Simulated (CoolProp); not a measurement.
Vapour-liquid equilibrium of propane (1) + isopentane (2) at 0.0717 MPa; x and y are mole fractions of (1).

Model: multi-fluid Helmholtz-energy mixture model, Lemmon 2009 and Lemmon 2006; pair parameters Kunz 2012, in CoolProp.

Q: Give the bubble temperature and the first vapour's composition at x = 0.05, 0.15, 0.55. Is there an azeotrope?

A: x = 0.05: 277.1 K, y = 0.449; x = 0.15: 259.7 K, y = 0.770; x = 0.55: 235.0 K, y = 0.964. No azeotrope shows between x = 0.05 and 0.95.

Pair parameters are fitted to limited data, so mixtures are less certain than the pure fluids.
